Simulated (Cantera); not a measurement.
An isothermal, constant-pressure homogeneous reactor starts with NH3 : N2 : H2 = 1 : 0.54 : 0.0027 (molar parts), at 1700 K and 0.0987 atm.

Model: the gas-phase N/H chemistry of the illustrative SiF4/NH3 mechanism in the Surface Chemkin manual (1991), integrated in Cantera. Walls and surfaces, which speed up NH3 decomposition in real reactors, are not modelled.

Task: Predict: x(NH3) at 2.00 s; x(H2) at 2.00 s; x(N2) at 2.00 s; x(H) at 2.00 s; x(NH2) at 2.00 s; x(NH) at 2.00 s.

Result: 
* **x(NH3) at 2.00 s**: 0.489 (gas-phase equilibrium 1.05e-6)
* **x(H2) at 2.00 s**: 0.147 (gas-phase equilibrium 0.591)
* **x(N2) at 2.00 s**: 0.364 (gas-phase equilibrium 0.409)
* **x(H) at 2.00 s**: 2.16e-5 (gas-phase equilibrium 0.000360)
* **x(NH2) at 2.00 s**: 0.000182 (gas-phase equilibrium 1.62e-9)
* **x(NH) at 2.00 s**: 1.37e-6 (gas-phase equilibrium 5.82e-11)
